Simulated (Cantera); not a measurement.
**AlN + N2 (sublimation and decomposition of ceramics)**

A closed system holds: 1 mol AlN, 0.69 mol N2, held at 1775 K.

These are equilibrium values from Cantera (NASA tables, ideal gas, pure condensed phases), not measurements of a reactor. Candidate condensed phases: Al, AlN; 5 gas species. Equilibrium is a limit: real reactors are often held back by kinetics, nucleation or transport.

```json
[
 {"P (Pa)": "1", "log p N2": "-5.26", "log p Al": "-5.34", "log p Al2": "-10.62", "log p N": "-13.27", "n AlN(s)": "0"},
 {"P (Pa)": "4.60", "log p N2": "-4.60", "log p Al": "-4.68", "log p Al2": "-9.30", "log p N": "-12.93", "n AlN(s)": "0"},
 {"P (Pa)": "22", "log p N2": "-3.68", "log p Al": "-4.94", "log p Al2": "-9.82", "log p N": "-12.47", "n AlN(s)": "0.961"},
 {"P (Pa)": "100", "log p N2": "-3.00", "log p Al": "-5.28", "log p Al2": "-10.50", "log p N": "-12.13", "n AlN(s)": "0.996"},
 {"P (Pa)": "460", "log p N2": "-2.34", "log p Al": "-5.61", "log p Al2": "-11.17", "log p N": "-11.80", "n AlN(s)": "1.000"},
 {"P (Pa)": "2200", "log p N2": "-1.66", "log p Al": "-5.95", "log p Al2": "-11.85", "log p N": "-11.46", "n AlN(s)": "1.000"},
 {"P (Pa)": "10000", "log p N2": "-1.00", "log p Al": "-6.28", "log p Al2": "-12.50", "log p N": "-11.13", "n AlN(s)": "1.000"},
 {"P (Pa)": "46000", "log p N2": "-0.34", "log p Al": "-6.61", "log p Al2": "<-12", "log p N": "-10.80", "n AlN(s)": "1.00"},
 {"P (Pa)": "220000", "log p N2": "0.34", "log p Al": "-6.95", "log p Al2": "<-11", "log p N": "-10.46", "n AlN(s)": "1.00"},
 {"P (Pa)": "1000000", "log p N2": "1.00", "log p Al": "-7.28", "log p Al2": "<-11", "log p N": "-10.13", "n AlN(s)": "1.00"}
]
```
log p: log10 of the partial pressure in bar; n: condensed amount in mol.

From 1.00 Pa to 4.60 Pa nothing is condensed. From 22.0 Pa to 10.0 bar the condensed part is AlN(s).
